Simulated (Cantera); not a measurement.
Charge: 1 mol Si3H8, 0.038 mol HCl, 7.6 mol N2, 0.87 mol Cl2, equilibrated at 1200 K and 0.460 bar.

Cantera equilibrium calculation (NASA polynomials, part measured and part estimated; ideal gas, pure solids and liquids). Candidate condensed phases: NH4Cl, Si, Si3N4; 28 gas species. The feed counts by its element totals alone. N2 is the only nitrogen source here; it is nearly inert below about 1500 K, so the nitride shown seldom forms there in practice. The tables' values for SiCl3 are old estimates; treat these amounts as uncertain. Rates play no part.

Base state: N2 0.534, H2 0.301, HCl 0.163, SiCl4 0.00144, SiHCl3 7.21e-5, SiCl3 2.85e-5, NH3 1.06e-5 (mole fractions); condensed: Si3N4(s).

**Question.** What changes in the equilibrium state with this change: pressure from 0.460 bar to 0.133 bar?

**Answer.** 
```json
[
 {"species": "N2", "before": "0.534", "after": "0.534"},
 {"species": "H2", "before": "0.301", "after": "0.300"},
 {"species": "HCl", "before": "0.163", "after": "0.165"},
 {"species": "SiCl4", "before": "0.00144", "after": "0.000999"},
 {"species": "NH3", "before": "1.06e-5", "after": "3.06e-6"},
 {"species": "SiCl2", "before": "4.97e-6", "after": "1.16e-5"},
 {"species": "SiHCl3", "before": "7.21e-5", "after": "4.94e-5"},
 {"species": "SiCl3", "before": "2.85e-5", "after": "3.64e-5"},
 {"species": "Si3N4(s), mol", "before": "0.995", "after": "0.996"}
]
```
